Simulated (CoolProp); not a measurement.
A closed Brayton cycle with dry air: compressor inlet 321.15 K and 0.81 MPa, high pressure 2.26 MPa, turbine inlet 975 K, compressor efficiency 0.89, turbine efficiency 0.9, recuperator effectiveness 0.95 (on enthalpy, no pinch check). Each further row changes one setting.

Computed with CoolProp (reference Helmholtz-energy equation of state, Lemmon 2000). It is a pseudo-pure fit of the blend.

```
case                           thermal efficiency (%)  net work (kJ/kg)  compressor to turbine work  compressor exit (K)  turbine exit (K)
-----------------------------  ----------------------  ----------------  --------------------------  -------------------  ----------------
as stated                                        42.4               105                        0.54                443.7             771.1
turbine inlet 925 K                              39.8              92.6                        0.57                443.7             730.0
compressor inlet 331.15 K                        40.9               101                        0.56                457.3             771.1
high pressure 1.92 MPa                           43.5              94.4                        0.52                421.9             800.5
recuperator effectiveness 0.5                    26.0               105                        0.54                443.7             771.1
```
